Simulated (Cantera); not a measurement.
A closed system holds: 1 mol SiH2Cl2, 0.0055 mol Cl2, 3.1 mol H2, held at 0.00610 bar.

Cantera equilibrium calculation (NASA polynomials, part measured and part estimated; ideal gas, pure solids and liquids). Candidate condensed phases: Si; 19 gas species. The tables' values for SiCl3, SiCl are old estimates; treat these amounts as uncertain. Kinetics and transport are ignored.

x: gas mole fraction; n: condensed amount in mol.

| T (K) | x H2 | x HCl | x SiCl2 | x SiCl4 | x SiCl3 | x SiHCl3 | n Si(s) |
|---|---|---|---|---|---|---|---|
| 1023 | 0.851 | 0.0459 | 0.00440 | 0.0815 | 0.00412 | 0.0128 | 0.520 |
| 1098 | 0.825 | 0.0755 | 0.0140 | 0.0664 | 0.00815 | 0.0106 | 0.531 |
| 1173 | 0.791 | 0.109 | 0.0344 | 0.0446 | 0.0125 | 0.00752 | 0.522 |
| 1248 | 0.759 | [?] | [?] | [?] | 0.0139 | [?] | 0.489 |
| 1323 | 0.737 | 0.154 | 0.0877 | 0.00782 | 0.0112 | 0.00190 | 0.453 |
| 1398 | 0.729 | 0.159 | 0.102 | 0.00234 | 0.00747 | 0.000754 | 0.430 |
| 1473 | 0.726 | 0.159 | 0.109 | [?] | 0.00473 | [?] | 0.415 |
| 1548 | 0.726 | 0.157 | 0.113 | 0.000225 | 0.00302 | 0.000127 | 0.404 |
| 1623 | 0.726 | 0.155 | 0.116 | 7.92e-5 | 0.00199 | 5.74e-5 | 0.396 |

Problem. Complete the blanks.

Solution. 
- 1473, x SiCl4: 0.000700
- 1473, x SiHCl3: 0.000301
- 1248, x HCl: 0.138
- 1248, x SiCl2: 0.0631
- 1248, x SiCl4: 0.0220
- 1248, x SiHCl3: 0.00426
